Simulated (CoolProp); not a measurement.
Vapour-liquid equilibrium of benzene (1) + ethanol (2) at 336.5 K; x and y are mole fractions of (1).

The numbers come from the multi-fluid Helmholtz-energy mixture model, Thol 2012 and Schroeder 2014; pair parameters Bell 2016 in CoolProp.

Q: Give the bubble pressure and the first vapour's composition at x = 0.15, 0.45, 0.85. Is there an azeotrope?

A: x = 0.15: 72.77 kPa, y = 0.354; x = 0.45: 85.16 kPa, y = 0.545; x = 0.85: 80.46 kPa, y = 0.655. y crosses x between x = 0.55 and 0.65: the model has an azeotrope there.

The pair parameters rest on a limited set of measurements; away from them the model extrapolates. With so large a gap from Raoult's law the liquid may split in two, which this calculation doesn't test in full.
